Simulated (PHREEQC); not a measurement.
Synthetic water in mmol/kgw, 25 °C, pH 6.61, pe -0.4:

```tsv
constituent	mmol/kgw
Na	10.8
K	13
Ca	0.653
Mg	1.48
Cl	30.3
S(6)	2.5
Alkalinity (meq/kgw)	13.5
Li	0.317
B	0.547
N(-3)	0.299
Sr	0.208
```

Valence states are taken as typed.

Model: ion-association model, phreeqc.dat, run in PHREEQC.

The ionic strength is 0.0422 mol/kgw and the specific conductance is 4320 µS/cm. The charge-balance error is -25.8 %.

| species | molality | activity | log γ |
|---|---|---|---|
| Cl- | 0.0303 | 0.0250 | -0.083 |
| HCO3- | 0.0133 | 0.0111 | -0.077 |
| K+ | 0.0129 | 0.0106 | -0.084 |
| Na+ | 0.0107 | 0.00892 | -0.079 |
| CO2 | 0.00608 | 0.00614 | 0.004 |
| SO4-2 | 0.00213 | 0.00103 | -0.315 |
| Mg+2 | 0.00123 | 0.000621 | -0.297 |
| Ca+2 | 0.000556 | 0.000275 | -0.307 |
| H3BO3 | 0.000545 | 0.000551 | 0.004 |
| Li+ | 0.000316 | 0.000266 | -0.075 |
| NH4+ | 0.000295 | 0.000240 | -0.090 |
| Sr+2 | 0.000173 | 8.60e-5 | -0.304 |
| MgSO4 | 0.000149 | 0.000150 | 0.004 |
| MgHCO3+ | 9.77e-5 | 8.08e-5 | -0.083 |
| KSO4- | 9.20e-5 | 7.71e-5 | -0.077 |
| NaHCO3 | 5.52e-5 | 5.57e-5 | 0.004 |

This is a speciation only: nothing precipitates in the calculation.
